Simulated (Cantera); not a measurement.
Charge: 1 mol Al₂O₃, 12 mol H₂, at 0.100 bar.

Method: chemical equilibrium by Gibbs-energy minimisation in Cantera with the NASA 1993 tables (ideal gas, pure condensed phases). Candidate condensed phases: Al, Al₂O₃, H₂O; 19 gas species. Kinetics and transport are ignored. All values below are at 1325 K.

Base state: H₂ 1.000 (mole fractions); condensed: Al₂O₃(s).

What changes in the equilibrium state with this change: Al₂O₃ replaced by FeS?


```csv
species,before,after
H₂,1.000,0.992
H₂S,0,0.00791
SH,0,1.95e-5
"Al₂O₃(s), mol",1.00,0
"Fe(γ), mol",0,0.0953
"FeS(s), mol",0,0.905
```
Metal and sulfide melt together well below either melting point, which pure phases cannot show. Mutual solubility and eutectic melting of coexisting phases are not modelled. FeS: taken at fixed stoichiometry. Further candidate phases: Fe, FeS, FeS₂, S.
